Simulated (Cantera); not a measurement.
Feed: 1 mol CH₃SiH₃, a varied amount of C₃H₈, 830 mol H₂, at 1425 K and 0.100 bar.

Method: chemical equilibrium by Gibbs-energy minimisation in Cantera with the NASA 1993 tables (ideal gas, pure condensed phases). Candidate condensed phases: C, C₆H₆, C₇H₈, C₈H₁₈, Si, SiC; 87 gas species. The feed counts by its element totals alone. Rates play no part.

Task: Which condensed phases are stable at each of these points (n(C₃H₈) (mol)): 0.039, 0.059, 0.08, 0.1, 0.12, 0.14, 0.16, 0.18, 0.2, 0.22, 0.24, 0.27, 0.29?

Result: 
```json
[
 {"n(C₃H₈) (mol)": "0.039", "condensed phases": "SiC(s)", "Si condensed (%)": "100.0"},
 {"n(C₃H₈) (mol)": "0.059", "condensed phases": "SiC(s)", "Si condensed (%)": "100.0"},
 {"n(C₃H₈) (mol)": "0.08", "condensed phases": "SiC(s)", "Si condensed (%)": "100.0"},
 {"n(C₃H₈) (mol)": "0.1", "condensed phases": "SiC(s)", "Si condensed (%)": "100.0"},
 {"n(C₃H₈) (mol)": "0.12", "condensed phases": "C(graphite) + SiC(s)", "Si condensed (%)": "100.0"},
 {"n(C₃H₈) (mol)": "0.14", "condensed phases": "C(graphite) + SiC(s)", "Si condensed (%)": "100.0"},
 {"n(C₃H₈) (mol)": "0.16", "condensed phases": "C(graphite) + SiC(s)", "Si condensed (%)": "100.0"},
 {"n(C₃H₈) (mol)": "0.18", "condensed phases": "C(graphite) + SiC(s)", "Si condensed (%)": "100.0"},
 {"n(C₃H₈) (mol)": "0.2", "condensed phases": "C(graphite) + SiC(s)", "Si condensed (%)": "100.0"},
 {"n(C₃H₈) (mol)": "0.22", "condensed phases": "C(graphite) + SiC(s)", "Si condensed (%)": "100.0"},
 {"n(C₃H₈) (mol)": "0.24", "condensed phases": "C(graphite) + SiC(s)", "Si condensed (%)": "100.0"},
 {"n(C₃H₈) (mol)": "0.27", "condensed phases": "C(graphite) + SiC(s)", "Si condensed (%)": "100.0"},
 {"n(C₃H₈) (mol)": "0.29", "condensed phases": "C(graphite) + SiC(s)", "Si condensed (%)": "100.0"}
]
```

From 0.039 mol C₃H₈ to 0.1 mol C₃H₈ the condensed part is SiC(s). From 0.12 mol C₃H₈ to 0.29 mol C₃H₈ the condensed part is C(graphite) + SiC(s).
